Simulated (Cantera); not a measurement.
Input: 1 mol Al, 0.4 mol I₂, 2.4 mol H₂, held at 525 Torr.

Cantera equilibrium calculation (NASA polynomials, part measured and part estimated; ideal gas, pure solids and liquids). Candidate condensed phases: Al, AlI₃, I₂; 11 gas species. Rates play no part.

At 723 K, list the 4 most abundant gas species with their mole fractions, and the condensed phases.

H₂ 0.904, AlI₃ 0.0915, Al₂I₆ 0.00445, AlI 3.46e-5. Condensed: Al(s).
